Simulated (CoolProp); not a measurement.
The fluid at 460.8 K and 2.14 MPa is throttled through a valve to 1.21 MPa with no heat exchange. The same conditions are run with several fluids, on thermodynamics alone (safety and materials aside).

The numbers come from the reference Helmholtz-energy equation of state of each fluid (CF4 (R14): Platzer 1990; R115: Lemmon 2016; hydrogen chloride: Thol 2018; dimethyl ether: Wu 2011; R143a: Lemmon and Jacobsen 2000) in CoolProp. The equations of Platzer and Polt are older, rougher fits.

```json
[
 {"fluid": "CF4 (R14)", "temperature change (K)": "-1.8", "final density (kg/m³)": "28.0"},
 {"fluid": "R115", "temperature change (K)": "[?]", "final density (kg/m³)": "[?]"},
 {"fluid": "hydrogen chloride", "temperature change (K)": "-5.9", "final density (kg/m³)": "11.9"},
 {"fluid": "dimethyl ether", "temperature change (K)": "-5.9", "final density (kg/m³)": "15.6"},
 {"fluid": "R143a", "temperature change (K)": "[?]", "final density (kg/m³)": "28.1"}
]
```

What belongs in the gaps?


- R115, temperature change (K): -4.4
- R115, final density (kg/m³): 52.0
- R143a, temperature change (K): -4.9
